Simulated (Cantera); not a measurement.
A closed system holds: 1 mol SiH2Cl2, 0.09 mol HCl, 85 mol N2, at 1798 K and 975 Torr.

Cantera equilibrium calculation (NASA polynomials, part measured and part estimated; ideal gas, pure solids and liquids). Candidate condensed phases: NH4Cl, Si, Si3N4; 28 gas species. The tables' values for SiCl3 are old estimates; treat these amounts as uncertain. Equilibrium is a limit: real reactors are often held back by kinetics, nucleation or transport.

Question: What is the equilibrium state?

Answer: 
| Property | Value |
|---|---|
| x(N2) | 0.976 |
| x(HCl) | 0.0139 |
| x(H2) | 0.00509 |
| x(SiCl2) | 0.00419 |
| x(SiCl3) | 0.000474 |
| x(SiCl4) | 8.67e-5 |
| x(Cl) | 4.61e-5 |
| x(H) | 2.20e-5 |
| x(SiHCl3) | 7.93e-6 |
| n(Si3N4(s)) | 0.196 mol |
| gas amount | 86.67 mol |
| log10 activity of Si(l) (absent) | -1.45 |
